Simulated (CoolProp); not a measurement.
Isobutene at several states: density (kg/m³) from the reference equation and from simpler models built on Tc = 418.1 K, pc = 40.16 bar, ω = 0.193; each cubic takes its own stable root.

Computed with CoolProp (reference Helmholtz-energy equation of state, Lemmon 2005). It is a short technical equation, of lower accuracy than the large ones.

```tsv
T (K)	p (bar)	phase	reference	Redlich-Kwong	Soave-Redlich-Kwong
447	0.281	gas	0.4250	0.4250	0.4250
193.3	0.204	liquid	[?]	[?]	651.5
214.3	0.489	liquid	682.6	[?]	634.5
482.9	31.2	gas	[?]	53.76	52.78
309.1	2.77	gas	[?]	6.415	[?]
```

Problem. What belongs in the gaps?

Solution. 
- 193.3, reference: 704.3
- 193.3, Redlich-Kwong: 645.2
- 214.3, Redlich-Kwong: 626.0
- 482.9, reference: 53.40
- 309.1, reference: 6.502
- 309.1, Soave-Redlich-Kwong: 6.443
